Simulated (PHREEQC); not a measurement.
Consider water at 25 °C with 0.12 mol/kgw HF, 0.023 mol/kgw CsF and 4.1e-05 mol/kgw H4SiO4. Closed to the air; pH follows from the charge balance.

Computed with PHREEQC (ion-association model, wateq4f.dat).

The ionic strength comes out as 0.0265 mol/kgw. What activity coefficients do HF2-, SiF6-2, Cs+, H+, F- get?

HF2- 0.85, SiF6-2 0.55, Cs+ 0.86, H+ 0.88, F- 0.85.

This is a speciation only: nothing precipitates in the calculation. Species that the database lacks are ignored. wateq4f.dat counts part of the HF as a dimer, H2F2, which phreeqc.dat doesn't know; its constant is uncertain. SiF6-2 is the database's only silicon fluoride.
